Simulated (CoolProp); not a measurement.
A simple Rankine cycle with cyclopentane: condensing at 321.15 K, boiler at 1.39 MPa, turbine inlet 472.6 K, turbine efficiency 0.85, pump efficiency 0.6, no recuperator. Each further row changes one setting.

The numbers come from the reference Helmholtz-energy equation of state, Gedanitz 2015 in CoolProp.

```tsv
case	thermal efficiency (%)	net work (kJ/kg)	heat in (kJ/kg)	turbine exit temperature (K)	volume ratio over the turbine
as stated	17.0	(withheld)	616	(withheld)	14.1
turbine inlet 492.6 K	16.8	111	661	422.5	14.0
condensing temperature 313.15 K	18.2	(withheld)	631	394.3	18.3
boiler pressure 0.973 MPa	15.1	94.5	(withheld)	412.8	9.62
turbine efficiency 0.75	14.9	(withheld)	616	408.2	14.4
```

Problem. Complete the blanks.

Solution. 
- as stated, net work (kJ/kg): 105
- as stated, turbine exit temperature (K): 400.9
- condensing temperature 313.15 K, net work (kJ/kg): 115
- boiler pressure 0.973 MPa, heat in (kJ/kg): 627
- turbine efficiency 0.75, net work (kJ/kg): 92.0
